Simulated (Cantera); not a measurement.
Input: 1 mol SiCl4, 0.045 mol HCl, 93 mol H2, 0.19 mol CH4, 0.014 mol Cl2, held at 0.350 bar.

Method: chemical equilibrium by Gibbs-energy minimisation in Cantera with the NASA 1993 tables (ideal gas, pure condensed phases). Candidate condensed phases: C, C6H6, C7H8, C8H18, Si, SiC; 109 gas species. Mutual solubility and eutectic melting of coexisting phases are not modelled. Gases not in the tables: Si2H6 and higher silanes. Rates play no part.

Which condensed phases are stable at each of these points (T (K)): 975, 1075, 1175, 1275, 1375, 1475, 1575, 1675, 1775?


```
T (K)  condensed phases  Si condensed (%)
-----  ----------------  ----------------
975              SiC(s)              17.5
1075             SiC(s)              18.9
1175     Si(s) + SiC(s)              34.9
1275     Si(s) + SiC(s)              51.5
1375     Si(s) + SiC(s)              58.6
1475     Si(s) + SiC(s)              59.9
1575     Si(s) + SiC(s)              59.1
1675     Si(s) + SiC(s)              57.9
1775     Si(l) + SiC(s)              61.0
```

From 975 K to 1075 K the condensed part is SiC(s). From 1175 K to 1675 K the condensed part is Si(s) + SiC(s). At 1775 K the condensed part is Si(l) + SiC(s).
